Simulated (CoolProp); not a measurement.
1-butene along the isobar 499 kPa: Z from the reference equation and from simpler models built on Tc = 146.1 °C, pc = 4006 kPa, ω = 0.192; each cubic takes its own stable root.

Model: reference Helmholtz-energy equation of state, Lemmon 2005, in CoolProp. It is a short technical equation, of lower accuracy than the large ones.

| T (°C) | phase | reference | van der Waals | Redlich-Kwong | Soave-Redlich-Kwong | Peng-Robinson |
|---|---|---|---|---|---|---|
| 10.75 | liquid | 0.01957 | 0.8987 | 0.02169 | 0.02112 | 0.01867 |
| 37.55 | liquid | 0.01894 | 0.9193 | 0.8924 | 0.02062 | 0.01819 |
| 64.35 | gas | 0.9042 | 0.9343 | 0.9163 | 0.9113 | 0.9056 |
| 91.15 | gas | 0.9275 | 0.9457 | 0.9335 | 0.9306 | 0.9253 |
| 117.95 | gas | 0.9434 | 0.9545 | 0.9462 | 0.9450 | 0.9399 |
| 144.65 | gas | 0.9549 | 0.9615 | 0.9559 | 0.9558 | 0.9511 |
| 171.45 | gas | 0.9634 | 0.9671 | 0.9634 | 0.9643 | 0.9598 |
| 198.25 | gas | 0.9700 | 0.9717 | 0.9694 | 0.9709 | 0.9668 |
| 225.05 | gas | 0.9752 | 0.9755 | 0.9742 | 0.9763 | 0.9724 |
| 251.85 | gas | 0.9793 | 0.9786 | 0.9781 | 0.9806 | 0.9769 |

At some of these states van der Waals, Redlich-Kwong gives the other phase, because its saturation line lies elsewhere.
